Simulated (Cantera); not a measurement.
A jet of CH4 : O2 : N2 = 0.039 : 0.16 : 0.79 (molar parts), equivalence ratio 0.49 at 300 K and 14000 Pa hits a platinum plate 5.7 cm away at a mass flux of 0.072 kg/m²/s; the plate temperature is set and raised in steps from an oxygen-covered start.

Cantera simulation using Deutschmann's 1995 Pt surface mechanism with GRI-Mech 3.0 gas chemistry; the numbers are that mechanism's predictions, not measurements. Catalytic surfaces can have several steady states; this one follows from the mechanism file's or the stated starting coverage.

One state of this run: wall x CH4 = 0.0256; wall x O2 = 0.132; wall x H2O = 0.0260; wall x OH = 2.98e-8; wall x CO = 8.97e-6; wall x CO2 = 0.0171; θ free Pt = 0.171; θ O* = 0.827; θ OH* = 0.00151. x: mole fraction at the wall; θ: surface coverage.

Question: Which value of plate T (K) does it belong to?
A. 1050
B. 1000
C. 900
D. 950

Answer: C, 900
